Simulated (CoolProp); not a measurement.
Vapour-liquid equilibrium of R152A (1) + methanol (2) at 299.4 K; x and y are mole fractions of (1).

Values from CoolProp's multi-fluid Helmholtz-energy mixture model, Outcalt 1996 and de Reuck 1993; pair parameters Bell 2016.

Q: Give the bubble pressure and the first vapour's composition at x = 0.2, 0.5, 0.65. Is there an azeotrope?

A: x = 0.2: 3.043 bar, y = 0.942; x = 0.5: 4.013 bar, y = 0.959; x = 0.65: 4.474 bar, y = 0.968. No azeotrope shows between x = 0.05 and 0.95.

The pair parameters rest on a limited set of measurements; away from them the model extrapolates. With so large a gap from Raoult's law the liquid may split in two, which this calculation doesn't test in full.
